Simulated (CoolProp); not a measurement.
A Linde-Hampson liquefier for ethane: isothermal reversible compression at 320 K from 1 atm to 5 MPa, throttling to 1 atm, return gas leaving the recuperator 2 K below the feed. Each further row changes one setting.

Model: reference Helmholtz-energy equation of state, Bücker 2006, in CoolProp.

```tsv
case	liquid yield per pass	compression work (kJ/kg of gas)
as stated	0.171	315
high pressure 10 MPa	0.430	338
warm-end temperature 350 K	0.108	354
warm-end gap 7 K	0.160	315
```
